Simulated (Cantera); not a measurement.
Thermodynamics of silicon oxide and oxynitride deposition, feed SiH4 + H2O

Input: 1 mol SiH4, 9.8 mol H2O, held at 110 Pa.

Method: chemical equilibrium by Gibbs-energy minimisation in Cantera with the NASA 1993 tables (ideal gas, pure condensed phases). Candidate condensed phases: H2O, Si, SiO2; 18 gas species. The tables hold silica as quartz up to 1696 K and as liquid above; real silica turns to tridymite and cristobalite and melts near 1996 K. Equilibrium is a limit: real reactors are often held back by kinetics, nucleation or transport.

At 477 °C the condensed part is SiO2(α-quartz). From 577 °C to 1277 °C the condensed part is SiO2(β-quartz).

```tsv
T (°C)	x H2O	x H2	x H	x OH	x SiO	n SiO2(α-quartz)	n SiO2(β-quartz)
477	0.661	0.339	5.55e-12	<1e-12	<1e-12	1.00	0
577	0.661	0.339	3.60e-10	<1e-12	<1e-12	0	1.00
677	0.661	0.339	9.77e-9	2.81e-11	<1e-12	0	1.00
777	0.661	0.339	1.42e-7	8.87e-10	<1e-12	0	1.00
877	0.661	0.339	1.31e-6	1.54e-8	1.33e-12	0	1.00
977	0.661	0.339	8.49e-6	1.71e-7	1.30e-10	0	1.00
1077	0.661	0.339	4.18e-5	1.32e-6	6.35e-9	0	1.00
1177	0.661	0.339	0.000166	7.76e-6	1.79e-7	0	1.000
1277	0.661	0.339	0.000553	3.62e-5	3.23e-6	0	1.000
```
x: gas mole fraction; n: condensed amount in mol.
